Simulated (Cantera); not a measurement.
**Adiabatic ignition**

An adiabatic, constant-pressure homogeneous reactor starts with H2 : O2 : N2 = 1 : 0.417 : 1.57 (molar parts), at 1598 K and 0.987 atm.

Computed with Cantera and GRI-Mech 3.0 (53 species, 325 reactions).

| t (s) | T (K) | x H2 | x O2 | x N2O | x H2O | x NO |
|---|---|---|---|---|---|---|
| 1.00e-6 | 1598 | 0.335 | 0.140 | <1e-12 | 7.67e-7 | <1e-12 |
| 2.55e-6 | 1598 | 0.335 | 0.140 | 4.01e-12 | 1.53e-5 | <1e-12 |
| 6.52e-6 | 1600 | 0.329 | 0.137 | 4.02e-10 | 0.00357 | 2.43e-10 |
| 1.66e-5 | 2017 | 0.0854 | 0.0235 | 4.07e-8 | 0.190 | 2.06e-5 |
| 4.25e-5 | 2436 | 0.0903 | 0.0168 | 5.46e-8 | 0.213 | 9.43e-5 |
| 0.000108 | 2773 | 0.0883 | 0.0113 | 1.55e-7 | 0.239 | 0.000464 |
| 0.000277 | 2899 | 0.0865 | 0.00880 | 2.70e-7 | 0.250 | 0.00194 |
| 0.000707 | 2898 | 0.0876 | 0.00819 | 2.99e-7 | 0.250 | 0.00475 |
| 0.00181 | 2895 | 0.0884 | 0.00782 | 3.30e-7 | 0.250 | 0.00673 |
| 0.00461 | 2895 | 0.0884 | 0.00779 | 3.33e-7 | 0.250 | 0.00691 |
| 0.0118 | 2895 | 0.0884 | 0.00779 | 3.33e-7 | 0.250 | 0.00691 |
| 0.0300 | 2895 | 0.0884 | 0.00779 | 3.33e-7 | 0.250 | 0.00691 |
| 0.0767 | 2895 | 0.0884 | 0.00779 | 3.33e-7 | 0.250 | 0.00691 |
| 0.196 | 2895 | 0.0884 | 0.00779 | 3.33e-7 | 0.250 | 0.00691 |
| 0.500 | 2895 | 0.0884 | 0.00779 | 3.33e-7 | 0.250 | 0.00691 |
x: mole fraction; the columns are a selection and need not sum to one.

The time of steepest temperature rise is 9.77 µs and the temperature at 0.500 s is 2895 K. The equilibrium temperature comes out as 2895 K. The x(H2) at 0.500 s is 0.0884 (gas-phase equilibrium 0.0884). The x(O2) at 0.500 s comes out as 0.00779 (gas-phase equilibrium 0.00779) and the x(N2O) at 0.500 s is 3.33e-7 (gas-phase equilibrium 3.33e-7).
